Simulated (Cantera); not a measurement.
**Premixed flame**

A freely propagating, adiabatic, planar premixed flame of 3.91 % C₃H₈, 14.0 % O₂, 82.1 % N₂, equivalence ratio 1.4, unburnt at 325 K and 1.00 bar; mixture-averaged transport, grid criteria slope 0.08 and curve 0.16, no radiation.

Computed with Cantera and GRI-Mech 3.0 (53 species, 325 reactions). GRI-Mech 3.0 was tuned for natural gas; its chemistry of propane as a main component is partial and can be far from experiment. Burning velocities carry a grid error of a few per cent, more on coarse grids.

```
z (mm)  T (K)  u (m/s)    x C₃H₈      x O₂     x CH₄     x CO₂    x HCN    x C₂H₂
------  -----  -------  --------  --------  --------  --------  -------  --------
-5.73     326   0.0596    0.0390     0.139   3.19e-6   1.33e-6    <1e-8   1.45e-7
-3.82     333   0.0612    0.0389     0.138   3.88e-5   3.18e-5    <1e-8   3.07e-6
-2.87     360   0.0665    0.0386     0.135  0.000164  0.000205  5.45e-8   1.84e-5
-1.91     486   0.0910    0.0370     0.123  0.000750   0.00161  4.25e-7  0.000131
-0.956    863    0.166    0.0264    0.0856   0.00257   0.00868  2.17e-6  0.000651
-0.478   1160    0.228    0.0117    0.0530   0.00400    0.0165  4.00e-6   0.00121
0        1469    0.294  0.000187    0.0180   0.00347    0.0274  6.72e-6   0.00206
0.478    1602    0.321   4.20e-8   0.00424   0.00141    0.0354  9.75e-6   0.00163
0.956    1639    0.328     <1e-8   0.00124  0.000868    0.0392  1.10e-5   0.00123
1.91     1656    0.331     <1e-8  0.000241  0.000681    0.0421  1.13e-5   0.00106
3.82     1662    0.332     <1e-8   4.55e-5  0.000661    0.0438  1.12e-5  0.000999
7.65     1664    0.332     <1e-8   9.98e-6  0.000673    0.0448  1.11e-5  0.000957
15.3     1664    0.332     <1e-8   1.14e-6  0.000684    0.0457  1.09e-5  0.000901
```
x: mole fraction of selected species; z is measured from the peak of heat release.

```
Quantity                     Result
------------------------  ---------
laminar burning velocity  5.93 cm/s
thermal thickness           1.91 mm
peak x(CH₄)                 0.00435
peak x(HCN)                 1.13e-5
peak x(C₂H₂)                0.00211
grid points                     122
```
